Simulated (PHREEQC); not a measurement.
A solution holds 0.0062 mol/kgw CsOH and 0.0024 mol/kgw K3PO4, at 20 °C. Closed to the air; pH follows from the charge balance.

Computed with PHREEQC (ion-association model, wateq4f.dat).

```tsv
quantity	before	after
pH	11.99	11.43
ionic strength (mol/kgw)	0.0178	0.0103
HPO4-2 (mol/kgw)	0.00136	0.00201
PO4-3 (mol/kgw)	0.00103	0.000367
H2PO4- (mol/kgw)	1.58e-8	9.13e-8
```

Question: Which change was made?
A) K3PO4 from 0.0024 to 0.0012 mol/kgw
B) diluted 10-fold with water
C) 0.00097 mol/kgw H2SO4 added
D) CsOH left out
E) K3PO4 replaced by NaH2PO4 at the same molality

Answer: D, CsOH left out

Precipitation was switched off in this run. H3PO4, which wateq4f.dat lacks, is added to it with the constant of phreeqc.dat.
